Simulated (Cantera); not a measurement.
An isothermal, constant-pressure homogeneous reactor starts with CH₄ : H₂ : O₂ = 0.02 : 1 : 0.0097 (molar parts), at 2900 K and 0.132 atm.

Computed with Cantera and GRI-Mech 3.0 (53 species, 325 reactions).

One state of this run: x CH₄ = 4.81e-7; x H₂ = 0.716; x O₂ = <1e-12; x CO₂ = 5.77e-10; x HCO = 4.82e-8; x OH = 2.15e-8. x: mole fraction; the columns are a selection and need not sum to one.

**Question.** Which value of t (s) does it belong to?
(A) 0.000300
(B) 0.00421
(C) 0.829
(D) 0.00175

**Answer.** C, 0.829
